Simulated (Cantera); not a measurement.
Cantera with NASA thermochemical tables; ideal gases at 1 bar, condensed phases pure. Values are per mole of reaction as written; species without (g) are pure solids or liquids, kept so even where they would boil at 1 bar. ZrN: taken at fixed stoichiometry.

2 NH3(g) + 2 Zr + 3 O2(g) = 6 OH(g) + 2 ZrN

```
T (K)  ΔH° (kJ)  ΔS° (J/K)  ΔG° (kJ)  log10 K  condensed phases
-----  --------  ---------  --------  -------  ----------------
975      -381.4      143.4    -521.3    27.93     Zr(α), ZrN(s)
1075        [?]        [?]       [?]      [?]     Zr(α), ZrN(s)
1175        [?]        [?]       [?]      [?]     Zr(β), ZrN(s)
1275     -386.2      139.3    -563.7    23.09     Zr(β), ZrN(s)
1375     -384.9      140.2    -577.7    21.95     Zr(β), ZrN(s)
1475     -383.8      141.0    -591.8    20.96     Zr(β), ZrN(s)
1575        [?]        [?]       [?]      [?]     Zr(β), ZrN(s)
```

Complete the blanks.


- 1075, ΔH° (kJ): -380.5
- 1075, ΔS° (J/K): 144.3
- 1075, ΔG° (kJ): -535.7
- 1075, log10 K: 26.03
- 1175, ΔH° (kJ): -387.5
- 1175, ΔS° (J/K): 138.1
- 1175, ΔG° (kJ): -549.8
- 1175, log10 K: 24.44
- 1575, ΔH° (kJ): -382.8
- 1575, ΔS° (J/K): 141.6
- 1575, ΔG° (kJ): -605.9
- 1575, log10 K: 20.09
